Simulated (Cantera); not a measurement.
Cantera run:

```python
import numpy as np
import cantera as ct

gas_names = """
    CL CL2 H HCL H2 N NH NH2 NH3 N2 N2H2 N2H4 Si SiCL SiCL2 SiCL3 SiCL4 SiH SiHCL3 SiH2 SiH2CL2 SiH3
    SiH3CL SiH4 SiN Si2 Si2N Si3
""".split()
cond_names = """
    NH4CL(a) NH4CL(b) Si(cr) Si(L) Si3N4(a)
""".split()


def load(file, names, dense=False):
    # The tables refer to 1 bar. Condensed volumes are neglected.
    table = {s.name: s for s in ct.Species.list_from_file(file)}
    out = []
    for n in names:
        d = dict(table[n].input_data)
        d["thermo"] = dict(d["thermo"], **{"reference-pressure": 1e5})
        if dense:
            d["equation-of-state"] = {"model": "constant-volume", "density": "1e6 g/cm^3"}
        out.append(ct.Species.from_dict(d))
    return out


gas = ct.Solution(thermo="ideal-gas", species=load("nasa_gas.yaml", gas_names))
cond = {s.name: ct.Solution(thermo="fixed-stoichiometry", species=[s], name=s.name)
        for s in load("nasa_condensed.yaml", cond_names, dense=True)}
atoms = {
    'SiCl4': {'Si': 1, 'CL': 4},
    'NH3': {'N': 1, 'H': 3},
    'H2': {'H': 2},
}
top_T = {'Si3N4(a)': 2400}  # K; cautious upper limits of use, not melting points


def equilibrate(T, P, feed):
    n = {}
    for name, mol in feed.items():
        for a, k in atoms[name].items():
            n[a] = n.get(a, 0.0) + k * mol
    gas.TPX = T, P, n
    mass = sum(n.values()) * gas.mean_molecular_weight
    gas.equilibrate("TP")
    valid = [c for c in cond.values() if c.min_temp <= T <= top_T.get(c.name, c.max_temp)]
    mix = ct.Mixture([(gas, mass / gas.mean_molecular_weight)] + [(c, 0.0) for c in valid])
    mix.T, mix.P = T, P
    mix.equilibrate("TP", solver="vcs", rtol=1e-11, max_steps=5000)
    return mix


results = []
feed = {'SiCl4': 1, 'NH3': 20, 'H2': 32}  # mol
P = 5.4  # Pa
for T in [1200, 1275, 1350, 1425, 1500, 1575, 1650, 1725, 1800, 1875, 1950]:
    mix = equilibrate(T, P, feed)
    results.append((T, P, feed, dict(zip(mix.species_names, mix.species_moles))))

top = {s: max(r[3][s] / sum(r[3][g] for g in gas_names) for r in results) for s in gas_names}
cols = sorted((s for s in top if top[s] > 0.0001), key=lambda s: -top[s])[:9]
seen = [c for c in cond_names if any(r[3].get(c, 0) > 1e-12 for r in results)]
print("log10 of partial pressures in bar; condensed amounts in mol")
print(f"{'T/K':>10s}" + "".join(f"{s[:9]:>10s}" for s in cols + seen))
for T, P, feed, n in results:
    ng = sum(n[g] for g in gas_names)
    print(f"{T:10.4g}" + "".join(f"{np.log10(max(n[s] / ng * P / 1e5, 1e-99)):10.3f}" for s in cols)
          + "".join(f"{n.get(c, 0):10.4g}" for c in seen))
```

Result:

```
log10 of partial pressures in bar; condensed amounts in mol
       T/K        H2        N2         H       HCL        Si     SiCL2        CL      SiCL    Si(cr)  Si3N4(a)
      1200    -4.355    -5.162    -8.882    -5.534   -13.446    -7.930   -10.124   -12.555         0    0.3279
      1275    -4.355    -5.161    -8.310    -5.547   -11.671    -7.282    -9.573   -11.199         0    0.3095
      1350    -4.354    -5.157    -7.800    -5.586   -10.097    -6.766    -9.111   -10.027         0    0.2553
      1425    -4.356    -5.137    -7.344    -5.651    -8.793    -6.467    -8.726    -9.112    0.5285         0
      1500    -4.356    -5.137    -6.933    -5.657    -7.978    -6.452    -8.327    -8.594    0.4963         0
      1575    -4.358    -5.138    -6.560    -5.665    -7.241    -6.441    -7.967    -8.128    0.4094         0
      1650    -4.363    -5.142    -6.223    -5.675    -6.572    -6.437    -7.641    -7.707   0.08308         0
      1725    -4.371    -5.146    -5.917    -5.627    -6.326    -6.677    -7.283    -7.628         0         0
      1800    -4.384    -5.152    -5.638    -5.599    -6.229    -7.055    -6.969    -7.699         0         0
      1875    -4.403    -5.160    -5.385    -5.603    -6.193    -7.508    -6.706    -7.843         0         0
      1950    -4.432    -5.173    -5.157    -5.633    -6.188    -7.994    -6.483    -8.025         0         0
```

These are equilibrium values from Cantera (NASA tables, ideal gas, pure condensed phases), not measurements of a reactor. The tables' values for SiCl, SiN are old estimates; treat these amounts as uncertain.
